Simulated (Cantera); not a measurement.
Input (Python, Cantera):

```python
import numpy as np
import cantera as ct

gas = ct.Solution("gri30.yaml", transport_model="multicomponent")
show = ['NO', 'C2H2', 'H2O']

rows = []
print(f"{'T/K':>7s}{'rho':>11s}{'cp':>10s}{'mu':>11s}{'lambda':>11s}{'Pr':>7s}" + "".join(f"{'D_' + s:>11s}" for s in show))
for T in [400, 650, 900, 1150, 1400, 1650, 1900, 2150]:
    gas.TPX = T, 22, {'O2': 0.82, 'H2O': 0.66}
    Pr = gas.cp_mass * gas.viscosity / gas.thermal_conductivity
    D = [gas.mix_diff_coeffs_mole[gas.species_index(s)] for s in show]
    rows.append([gas.density, gas.cp_mass, gas.viscosity, gas.thermal_conductivity, Pr, *D])
    print(f"{T:7g}{gas.density:11.4e}{gas.cp_mass:10.1f}{gas.viscosity:11.4e}"
          f"{gas.thermal_conductivity:11.4e}{Pr:7.3f}" + "".join(f"{d:11.4e}" for d in D))
print("SI units: kg/m3, J/kg/K, Pa s, W/m/K, m2/s")
```

It prints:

```
    T/K        rho        cp         mu     lambda     Pr       D_NO     D_C2H2      D_H2O
    400 1.7042e-04    1241.0 2.0518e-05 3.7146e-02  0.685 1.6601e-01 1.3331e-01 1.8396e-01
    650 1.0487e-04    1339.0 3.0857e-05 6.1488e-02  0.672 3.9115e-01 3.2221e-01 4.5412e-01
    900 7.5741e-05    1431.1 4.0090e-05 8.5690e-02  0.670 6.8388e-01 5.7019e-01 8.1141e-01
   1150 5.9276e-05    1511.6 4.8518e-05 1.0959e-01  0.669 1.0358e+00 8.6920e-01 1.2432e+00
   1400 4.8691e-05    1580.5 5.6326e-05 1.3296e-01  0.670 1.4415e+00 1.2143e+00 1.7418e+00
   1650 4.1313e-05    1639.6 6.3634e-05 1.5572e-01  0.670 1.8974e+00 1.6021e+00 2.3020e+00
   1900 3.5877e-05    1690.4 7.0526e-05 1.7781e-01  0.670 2.4005e+00 2.0301e+00 2.9202e+00
   2150 3.1706e-05    1734.1 7.7061e-05 1.9919e-01  0.671 2.9487e+00 2.4964e+00 3.5936e+00
SI units: kg/m3, J/kg/K, Pa s, W/m/K, m2/s
```

Cantera simulation using GRI-Mech 3.0 (53 species, 325 reactions); the numbers are that mechanism's predictions, not measurements. Polar gases are described roughly by these parameters.
